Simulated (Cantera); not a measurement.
Equilibrium for fluorocarbon and chlorocarbon gases: CH2F2 + CH4

Charge: 1 mol CH2F2, 1.5 mol CH4, equilibrated at 2.70 Pa.

These are equilibrium values from Cantera (NASA tables, ideal gas, pure condensed phases), not measurements of a reactor. Candidate condensed phases: C, C6H6, C7H8, C8H18; 95 gas species. The numbers say what is thermodynamically allowed, not how fast it happens.

```csv
T (°C),log p H,log p HF,log p F,log p C3,log p C,log p H2,log p C2,n C(graphite)
2152,-4.73,-5.17,-6.71,-6.83,-7.24,-5.96,-7.87,2.33
2202,-4.72,-5.20,-6.48,-6.47,-6.93,-6.14,-7.51,2.13
2252,-4.72,-5.23,-6.26,-6.14,-6.63,-6.34,-7.17,1.68
2302,-4.73,-5.29,-6.07,-5.81,-6.34,-6.55,-6.84,0.689
2352,-4.74,-5.35,-5.90,-5.71,-6.14,-6.74,-6.66,0
2402,-4.74,-5.43,-5.76,-5.75,-5.99,-6.90,-6.59,0
2452,-4.74,-5.52,-5.64,-5.82,-5.85,-7.07,-6.53,0
2502,-4.74,-5.64,-5.55,-5.90,-5.72,-7.23,-6.49,0
```
log p: log10 of the partial pressure in bar; n: condensed amount in mol.

From 2152 °C to 2302 °C the condensed part is C(graphite). From 2352 °C to 2502 °C nothing is condensed. The main C-bearing gas is C3 throughout.
